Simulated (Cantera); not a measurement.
**Halide evaporation, hydrolysis and transport: BaF2 + H2O + N2 + O2**

A closed system holds: 1 mol BaF2, 2.1 mol H2O, 1.1 mol N2, 1.9 mol O2, equilibrated at 1.00 bar.

Method: chemical equilibrium by Gibbs-energy minimisation in Cantera with the NASA 1993 tables (ideal gas, pure condensed phases). Candidate condensed phases: Ba, BaF2, BaO, Ba(OH)2, H2O; 45 gas species. Mutual solubility and eutectic melting of coexisting phases are not modelled. Equilibrium is a limit: real reactors are often held back by kinetics, nucleation or transport.

From 1250 K to 1550 K the condensed part is BaF2(s). At 1625 K the condensed part is BaF2(s) + BaO(s). At 1700 K the condensed part is BaF2(l) + BaO(s). The main Ba-bearing gas is Ba(OH)2 throughout.

```
T (K)  log p H2O  log p O2  log p N2  log p HF  n BaF2(s)  n BaO(s)  n BaF2(l)
-----  ---------  --------  --------  --------  ---------  --------  ---------
1250       -0.39     -0.43     -0.67     -4.22      1.000         0          0
1325       -0.39     -0.43     -0.67     -3.82      1.000         0          0
1400       -0.39     -0.43     -0.67     -3.47      0.999         0          0
1475       -0.39     -0.43     -0.67     -3.16      0.998         0          0
1550       -0.39     -0.43     -0.67     -2.88      0.996         0          0
1625       -0.39     -0.43     -0.67     -2.63      0.993  0.000254          0
1700       -0.39     -0.43     -0.67     -2.42          0  0.000370      0.986
```
log p: log10 of the partial pressure in bar; n: condensed amount in mol.
